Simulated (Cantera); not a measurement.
Charge: 1 mol Si, 0.039 mol N2O, 1.1 mol H2, held at 1475 °C and 0.133 bar.

Equilibrium computed with Cantera from the NASA thermochemical tables; the gas is ideal and each condensed phase is pure. Candidate condensed phases: H2O, Si, SiO2, Si2N2O, Si3N4; 35 gas species. Mutual solubility and eutectic melting of coexisting phases are not modelled. Gases not in the tables: Si2H6 and higher silanes. Kinetics and transport are ignored.

Base state: H2 0.989, N2 0.00539, SiO 0.00539, H 0.000622, SiH2 2.03e-5, Si 1.09e-5 (mole fractions); condensed: Si(l) + Si2N2O(s).

What changes in the equilibrium state with this change: 1.3 mol HCl added?


```csv
species,before,after
H2,0.989,0.636
HCl,0,0.177
SiCl2,0,0.165
SiCl3,0,0.00857
SiCl4,0,0.000794
SiHCl3,0,0.000626
Cl,0,0.000107
"Si(l), mol",0.928,0.512
"Si2N2O(s), mol",0.0330,0.0260
```
The tables' values for SiCl3, SiCl are old estimates; treat these amounts as uncertain. Further candidate phases: NH4Cl.
